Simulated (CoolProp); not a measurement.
Vapour-liquid equilibrium of acetone (1) + n-hexane (2) at 43.8 kPa; x and y are mole fractions of (1).

Model: multi-fluid Helmholtz-energy mixture model, Lemmon 2006 and Thol 2019; pair parameters Bell 2016, in CoolProp.

| x | bubble temperature, mixture model (K) | bubble temperature, Raoult's law (K) | y, mixture model | y, Raoult's law |
|---|---|---|---|---|
| 0.05 | 310.6 | 316.7 | 0.258 | 0.074 |
| 0.2 | 302.8 | 314.8 | 0.512 | 0.275 |
| 0.35 | 300.9 | 313.0 | 0.577 | 0.450 |
| 0.5 | 300.4 | 311.4 | 0.602 | 0.603 |
| 0.65 | 300.4 | 309.8 | 0.626 | 0.738 |
| 0.8 | 300.9 | 308.4 | 0.681 | 0.859 |
| 0.95 | 304.0 | 307.1 | 0.859 | 0.967 |

The largest gap from Raoult's law is -12.1 K in bubble temperature, at x = 0.35. y crosses x between x = 0.5 and 0.65: the model has an azeotrope there.

Pair parameters are fitted to limited data, so mixtures are less certain than the pure fluids.
